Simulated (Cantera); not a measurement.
An isothermal, constant-pressure homogeneous reactor starts with CH₄ : H₂ : H = 0.0034 : 0.3 : 0.0086 (molar parts), at 2200 K and 10.5 Torr.

Detailed kinetics in Cantera: GRI-Mech 3.0 (53 species, 325 reactions). GRI-Mech 3.0 stops at C3 and has no aromatics, soot or wall deposition, so with more carbon than oxygen in the feed, carbon stays in small species such as C2H2 where larger ones or solid carbon would form. Radical loss at walls, strong at low pressure, is not modelled.

x: mole fraction; the columns are a selection and need not sum to one.

| t (s) | x CH₄ | x H₂ | x H | x CH₃ | x C₂H₆ |
|---|---|---|---|---|---|
| 2.00e-6 | 0.0103 | 0.962 | 0.0270 | 0.000600 | 6.26e-10 |
| 1.50e-5 | 0.00825 | 0.964 | 0.0249 | 0.00260 | (withheld) |
| 0.000112 | 0.00717 | 0.965 | 0.0238 | 0.00334 | (withheld) |
| 0.000843 | 0.00599 | 0.967 | 0.0228 | 0.00268 | (withheld) |
| 0.00632 | 0.00271 | 0.971 | 0.0214 | 0.00114 | (withheld) |
| 0.0474 | 0.000403 | 0.970 | 0.0245 | 0.000194 | (withheld) |
| 0.356 | 2.74e-5 | 0.961 | 0.0332 | 1.81e-5 | 1.21e-11 |
| 2.67 | 4.99e-6 | 0.949 | 0.0461 | 4.62e-6 | <1e-12 |
| 20.0 | 4.85e-6 | 0.948 | 0.0467 | 4.55e-6 | <1e-12 |

### Question
What belongs in the gaps?

### Answer

- 1.50e-5, x C₂H₆: 1.63e-7
- 0.000112, x C₂H₆: 6.24e-7
- 0.000843, x C₂H₆: 4.21e-7
- 0.00632, x C₂H₆: 8.16e-8
- 0.0474, x C₂H₆: 2.03e-9
